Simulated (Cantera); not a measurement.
## Equilibrium for carbothermic reduction: PbO + C + H2

Feed: 1 mol PbO, 2.6 mol C, a varied amount of H2, equilibrated at 1823 K and 0.315 Torr.

These are equilibrium values from Cantera (NASA tables, ideal gas, pure condensed phases), not measurements of a reactor. Candidate condensed phases: C, C6H6, C7H8, C8H18, H2O, Pb, PbO, PbO2, Pb3O4; 113 gas species. Kinetics and transport are ignored.

From 0.23 mol H2 to 17 mol H2 the condensed part is C(graphite). The main Pb-bearing gas is Pb throughout.

| n(H2) (mol) | x H2 | x CO | x Pb | x H | n C(graphite) |
|---|---|---|---|---|---|
| 0.23 | 0.0994 | 0.447 | 0.447 | 0.00667 | 1.60 |
| 0.32 | 0.134 | 0.429 | 0.429 | 0.00772 | 1.60 |
| 0.46 | 0.182 | 0.405 | 0.405 | 0.00901 | 1.60 |
| 0.66 | 0.242 | 0.374 | 0.374 | 0.0104 | 1.60 |
| 0.95 | 0.314 | 0.337 | 0.337 | 0.0118 | 1.60 |
| 1.4 | 0.402 | 0.292 | 0.292 | 0.0134 | 1.60 |
| 1.9 | 0.476 | 0.255 | 0.255 | 0.0146 | 1.60 |
| 2.8 | 0.571 | 0.207 | 0.207 | 0.0160 | 1.60 |
| 4 | 0.652 | 0.165 | 0.165 | 0.0171 | 1.60 |
| 5.7 | 0.724 | 0.129 | 0.129 | 0.0180 | 1.60 |
| 8.2 | 0.787 | 0.0971 | 0.0971 | 0.0188 | 1.60 |
| 12 | 0.839 | 0.0707 | 0.0707 | 0.0194 | 1.59 |
| 17 | 0.876 | 0.0521 | 0.0521 | 0.0198 | 1.59 |
x: gas mole fraction; n: condensed amount in mol.
